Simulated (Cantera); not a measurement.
Charge: 1 mol HgO, a varied amount of H2, at 875 °C and 14.3 Torr.

These are equilibrium values from Cantera (NASA tables, ideal gas, pure condensed phases), not measurements of a reactor. Candidate condensed phases: H2O, Hg, HgO; 10 gas species. Equilibrium is a limit: real reactors are often held back by kinetics, nucleation or transport.

x: gas mole fraction; nothing condenses.

| n(H2) (mol) | x H2 | x Hg | x H2O | x O2 | x OH | x H |
|---|---|---|---|---|---|---|
| 0.64 | 3.33e-8 | 0.549 | 0.352 | 0.0989 | 5.98e-6 | 9.48e-11 |
| 1.1 | ___ | ___ | ___ | <1e-12 | ___ | ___ |
| 1.8 | 0.286 | 0.357 | 0.357 | <1e-12 | 2.07e-9 | 2.78e-7 |
| 2.9 | 0.487 | 0.256 | 0.256 | <1e-12 | 1.14e-9 | 3.63e-7 |
| 4.8 | 0.655 | 0.172 | 0.172 | <1e-12 | 6.61e-10 | 4.21e-7 |
| 7.9 | 0.775 | 0.112 | 0.112 | <1e-12 | 3.96e-10 | 4.58e-7 |
| 13 | 0.857 | 0.0714 | 0.0714 | <1e-12 | 2.40e-10 | 4.81e-7 |
| 22 | 0.913 | 0.0435 | 0.0435 | <1e-12 | 1.41e-10 | 4.97e-7 |
| 36 | 0.946 | ___ | ___ | <1e-12 | ___ | 5.05e-7 |
| 59 | 0.967 | 0.0167 | 0.0167 | <1e-12 | 5.26e-11 | 5.11e-7 |

Problem. What belongs in the gaps?

Solution. 
- 36, x Hg: 0.0270
- 36, x H2O: 0.0270
- 36, x OH: 8.63e-11
- 1.1, x H2: 0.0476
- 1.1, x Hg: 0.476
- 1.1, x H2O: 0.476
- 1.1, x OH: 6.78e-9
- 1.1, x H: 1.13e-7
